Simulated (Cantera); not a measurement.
A Cantera script and what it prints.

```python
import numpy as np
import cantera as ct

gas_names = """
    C CH CH2 CH3 CH2OH CH3O CH4 CH3OH CN CO CO2 COOH C2 C2H CHCO,ketyl C2H2,acetylene C2H2,vinylidene
    CH2CO,ketene C2H3,vinyl CH3CN CH3CO,acetyl C2H4 C2H4O,ethylen CH3CHO,ethanal CH3COOH (HCOOH)2 C2H5
    C2H6 CH3OCH3 C2H5OH CCN CNC C2N2 C2O C3 C3H3,propargyl C3H4,allene C3H4,propyne C3H4,cyclo-
    C3H5,allyl C3H6,propylene C3H6,cyclo- C3H6O C3H7,n-propyl C3H7,i-propyl C3H8 C3H8O,1propanol
    C3H8O,2propanol C3O2 C4 C4H2 C4H4,1,3-cyclo- C4H6,butadiene C4H6,2-butyne C4H6,cyclo- C4H8,1-butene
    C4H8,cis2-buten C4H8,tr2-butene C4H8,isobutene C4H8,cyclo- (CH3COOH)2 C4H9,n-butyl C4H9,i-butyl
    C4H9,s-butyl C4H9,t-butyl C4H10,isobutane C4H10,n-butane C4N2 C5 C5H6,1,3cyclo- C5H8,cyclo-
    C5H10,1-pentene C5H10,cyclo- C5H11,pentyl C5H11,t-pentyl C5H12,n-pentane C5H12,i-pentane
    CH3C(CH3)2CH3 C6H2 C6H5,phenyl C6H5O,phenoxy C6H6 C6H5OH,phenol C6H10,cyclo- C6H12,1-hexene
    C6H12,cyclo- C6H13,n-hexyl C7H7,benzyl C7H8 C7H8O,cresol C7H14,1-heptene C7H15,n-heptyl
    C7H16,n-heptane C8H8,styrene C8H10,ethylbenz C8H16,1-octene C8H17,n-octyl C8H18,isooctane
    C8H18,n-octane C9H19,n-nonyl C10H8,naphthale C10H21,n-decyl C12H9,o-bipheny C12H10,bipheny Fe FeC5O5
    FeO Fe(OH)2 H HCN HCO HCCN HNC HNCO HNO HNO2 HNO3 HO2 H2 HCHO,formaldehy HCOOH H2O H2O2 N NCO NH NH2
    NH3 NH2OH NO NO2 NO3 N2 N2H2 N2H4 N2O O OH O2 O3
""".split()
cond_names = """
    C(gr) C6H6(L) C7H8(L) C8H18(L),n-octa Fe(a) Fe(c) Fe(d) Fe(L) FeC5O5(L) FeO(s) FeO(L) Fe(OH)2(s)
    Fe(OH)3(s) Fe2O3(s) Fe3O4(s) H2O(s) H2O(L)
""".split()


def load(file, names, dense=False):
    # The tables refer to 1 bar. Condensed volumes are neglected.
    table = {s.name: s for s in ct.Species.list_from_file(file)}
    out = []
    for n in names:
        d = dict(table[n].input_data)
        d["thermo"] = dict(d["thermo"], **{"reference-pressure": 1e5})
        if dense:
            d["equation-of-state"] = {"model": "constant-volume", "density": "1e6 g/cm^3"}
        out.append(ct.Species.from_dict(d))
    return out


gas = ct.Solution(thermo="ideal-gas", species=load("nasa_gas.yaml", gas_names))
cond = {s.name: ct.Solution(thermo="fixed-stoichiometry", species=[s], name=s.name)
        for s in load("nasa_condensed.yaml", cond_names, dense=True)}
atoms = {
    'Fe2O3': {'Fe': 2, 'O': 3},
    'CH4': {'C': 1, 'H': 4},
    'N2': {'N': 2},
}
top_T = {'C(gr)': 4500, 'Fe2O3(s)': 1830, 'Fe3O4(s)': 1870}  # K; cautious upper limits of use, not melting points


def equilibrate(T, P, feed):
    n = {}
    for name, mol in feed.items():
        for a, k in atoms[name].items():
            n[a] = n.get(a, 0.0) + k * mol
    gas.TPX = T, P, n
    mass = sum(n.values()) * gas.mean_molecular_weight
    gas.equilibrate("TP")
    valid = [c for c in cond.values() if c.min_temp <= T <= top_T.get(c.name, c.max_temp)]
    mix = ct.Mixture([(gas, mass / gas.mean_molecular_weight)] + [(c, 0.0) for c in valid])
    mix.T, mix.P = T, P
    mix.equilibrate("TP", solver="vcs", rtol=1e-11, max_steps=5000)
    return mix


results = []
feed = {'Fe2O3': 1, 'CH4': 0.74, 'N2': 3.9}  # mol
P = 11  # Pa
for T in [1473, 1523, 1573, 1623, 1673, 1723, 1773, 1823, 1873, 1923, 1973]:
    mix = equilibrate(T, P, feed)
    results.append((T, P, feed, dict(zip(mix.species_names, mix.species_moles))))

top = {s: max(r[3][s] / sum(r[3][g] for g in gas_names) for r in results) for s in gas_names}
cols = sorted((s for s in top if top[s] > 0.0001), key=lambda s: -top[s])[:8]
seen = [c for c in cond_names if any(r[3].get(c, 0) > 1e-12 for r in results)]
print("log10 of partial pressures in bar; condensed amounts in mol")
print(f"{'T/K':>10s}" + "".join(f"{s[:9]:>10s}" for s in cols + seen))
for T, P, feed, n in results:
    ng = sum(n[g] for g in gas_names)
    print(f"{T:10.4g}" + "".join(f"{np.log10(max(n[s] / ng * P / 1e5, 1e-99)):10.3f}" for s in cols)
          + "".join(f"{n.get(c, 0):10.4g}" for c in seen))
```

It prints:

```
log10 of partial pressures in bar; condensed amounts in mol
       T/K        N2        Fe        H2       H2O        CO       CO2       FeO         H     Fe(c)     Fe(d)    FeO(s)    FeO(L)
      1473    -4.155    -7.078    -4.724    -5.115    -4.943    -5.726    -9.919    -7.260    0.2678         0     1.728         0
      1523    -4.155    -6.615    -4.732    -5.100    -4.942    -5.739    -9.341    -7.002     0.271         0     1.715         0
      1573    -4.157    -6.182    -4.740    -5.089    -4.942    -5.752    -8.800    -6.761    0.2587         0     1.704         0
      1623    -4.162    -5.777    -4.751    -5.082    -4.944    -5.767    -8.295    -6.536    0.2106         0     1.695         0
      1673    -4.171    -5.397    -4.765    -5.090    -4.951    -5.796    -7.832    -6.326         0   0.07148         0     1.695
      1723    -4.184    -5.163    -4.820    -5.029    -4.976    -5.731    -7.408    -6.149         0         0         0     1.588
      1773    -4.197    -5.014    -4.915    -4.943    -5.017    -5.614    -7.010    -6.003         0         0         0       1.4
      1823    -4.212    -4.897    -5.038    -4.873    -5.072    -5.499    -6.635    -5.882         0         0         0      1.18
      1873    -4.228    -4.806    -5.190    -4.824    -5.145    -5.392    -6.281    -5.785         0         0         0    0.9344
      1923    -4.249    -4.731    -5.369    -4.801    -5.241    -5.306    -5.947    -5.710         0         0         0    0.6353
      1973    -4.288    -4.647    -5.565    -4.820    -5.360    -5.266    -5.631    -5.652         0         0         0    0.1159
```

Cantera equilibrium calculation (NASA polynomials, part measured and part estimated; ideal gas, pure solids and liquids). Mutual solubility and eutectic melting of coexisting phases are not modelled. The tables' stoichiometric FeO is somewhat more stable than real wüstite, so its field is too wide. FeO: taken at fixed stoichiometry.
